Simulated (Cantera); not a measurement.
Charge: 1 mol Si, 8.8 mol Br2, 26 mol H2, equilibrated at 775 °C.

Cantera equilibrium calculation (NASA polynomials, part measured and part estimated; ideal gas, pure solids and liquids). Candidate condensed phases: Br2, Si; 19 gas species. The tables' values for SiBr3 are old estimates; treat these amounts as uncertain. Rates play no part.

x: gas mole fraction; nothing condenses.

```tsv
P (Pa)	x H2	x HBr	x SiBr4	x SiBr2	x Br
1	0.533	0.436	0.00592	0.0221	0.00168
10	0.554	0.416	(withheld)	(withheld)	(withheld)
100	0.566	0.405	0.0276	0.00127	0.000151
1000	0.567	0.403	0.0290	0.000135	4.76e-5
10000	0.568	0.403	0.0293	(withheld)	(withheld)
100000	0.568	0.403	0.0293	1.37e-6	4.75e-6
```

Q: Complete the blanks.

A: 
- 10000, x SiBr2: 1.37e-5
- 10000, x Br: 1.50e-5
- 10, x SiBr4: 0.0198
- 10, x SiBr2: 0.00842
- 10, x Br: 0.000498
